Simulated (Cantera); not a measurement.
AlN + O2 + N2 (nitride etching)

Input: 1 mol AlN, 0.19 mol O2, 12 mol N2, equilibrated at 88.0 Pa.

Method: chemical equilibrium by Gibbs-energy minimisation in Cantera with the NASA 1993 tables (ideal gas, pure condensed phases). Candidate condensed phases: Al, AlN, Al2O3; 16 gas species. Mutual solubility and eutectic melting of coexisting phases are not modelled. Condensed phases not in the tables: aluminium oxynitride. Rates play no part.

From 1598 K to 1798 K the condensed part is AlN(s) + Al2O3(s). From 1848 K to 1948 K the condensed part is Al2O3(s). The main Al-bearing gas is Al throughout. The share of Al in condensed phases is highest at 1598 K (99.9 %) and lowest at 1848 K (10.0 %).

```
T (K)   x N2      x Al    x Al2O    x AlO     x Al2   x Al2O2       x N      x NO  n AlN(s)  n Al2O3(s)
-----  -----  --------  --------  -------  --------  --------  --------  --------  --------  ----------
1598   1.000   5.41e-5   4.90e-6  1.09e-9  1.08e-11  3.16e-12  2.16e-11  3.83e-12     0.746       0.127
1648   1.000  0.000231   3.12e-5  5.59e-9  1.33e-10  2.51e-11  6.43e-11  1.03e-11     0.743       0.127
1698   0.999  0.000905  0.000177  2.59e-8   1.40e-9  1.76e-10  1.80e-10  2.62e-11     0.733       0.126
1748   0.996   0.00328  0.000913  1.10e-7   1.29e-8   1.10e-9  4.75e-10  6.30e-11     0.692       0.123
1798   0.985    0.0111   0.00430  4.31e-7   1.06e-7   6.23e-9   1.18e-9  1.43e-10     0.538       0.109
1848   0.949    0.0334    0.0175  1.54e-6   7.06e-7   3.10e-8   2.76e-9  3.17e-10         0      0.0500
1898   0.949    0.0342    0.0168  3.67e-6   5.51e-7   7.16e-8   6.28e-9   1.35e-9         0      0.0527
1948   0.949    0.0350    0.0163  8.34e-6   4.35e-7   1.58e-7   1.37e-8   5.33e-9         0      0.0553
```
x: gas mole fraction; n: condensed amount in mol.
